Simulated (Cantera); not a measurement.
A freely propagating, adiabatic, planar premixed flame of 10.9 % CH₄, 18.2 % O₂, 68.3 % N₂, 2.61 % H₂O, equivalence ratio 1.2, unburnt at 325 K and 100000 Pa; multicomponent transport, grid criteria slope 0.08 and curve 0.16, no radiation.

Model: GRI-Mech 3.0 (53 species, 325 reactions), integrated in Cantera. Burning velocities carry a grid error of a few per cent, more on coarse grids.

x: mole fraction of selected species; z is measured from the peak of heat release.

| z (mm) | T (K) | u (m/s) | x CH₄ | x O₂ | x H₂O | x HO₂ | x CH₂CO | x NO |
|---|---|---|---|---|---|---|---|---|
| -1.53 | 325 | 0.345 | 0.109 | 0.182 | 0.0261 | 1.37e-8 | <1e-8 | <1e-8 |
| -1.02 | 327 | 0.348 | 0.108 | 0.181 | 0.0263 | 2.65e-7 | <1e-8 | <1e-8 |
| -0.763 | 337 | 0.361 | 0.108 | 0.180 | 0.0273 | 1.75e-6 | 8.53e-8 | 1.77e-8 |
| -0.509 | ? | 0.473 | 0.101 | 0.172 | ? | ? | ? | ? |
| -0.254 | 959 | 1.05 | 0.0684 | 0.130 | 0.0903 | 0.000108 | 5.35e-5 | 5.19e-6 |
| -0.127 | ? | 1.54 | ? | ? | ? | 0.000112 | ? | ? |
| 0 | 1764 | 1.98 | 0.00856 | 0.0382 | 0.177 | 5.14e-5 | 0.000135 | 2.09e-5 |
| 0.127 | 1918 | 2.15 | 0.000624 | 0.0128 | 0.195 | 7.23e-6 | 1.63e-5 | 3.41e-5 |
| 0.254 | 1956 | 2.18 | 2.51e-5 | 0.00524 | 0.199 | 2.24e-6 | 6.92e-7 | 4.35e-5 |
| 0.509 | 1987 | 2.21 | 6.29e-8 | 0.00253 | 0.199 | 1.20e-6 | <1e-8 | 5.04e-5 |
| 1.02 | 2021 | 2.24 | <1e-8 | 0.00158 | 0.201 | 7.62e-7 | <1e-8 | 5.39e-5 |
| 2.04 | 2056 | 2.27 | <1e-8 | 0.000854 | 0.203 | 4.08e-7 | <1e-8 | 5.62e-5 |
| 4.07 | 2083 | 2.30 | <1e-8 | 0.000358 | 0.206 | 1.65e-7 | <1e-8 | 5.83e-5 |

Question: Fill in the missing entries.

Answer: 
- -0.509, T (K): 438
- -0.509, x H₂O: 0.0377
- -0.509, x HO₂: 2.33e-5
- -0.509, x CH₂CO: 2.62e-6
- -0.509, x NO: 2.97e-7
- -0.127, T (K): 1388
- -0.127, x CH₄: 0.0367
- -0.127, x O₂: 0.0858
- -0.127, x H₂O: 0.135
- -0.127, x CH₂CO: 0.000152
- -0.127, x NO: 1.14e-5
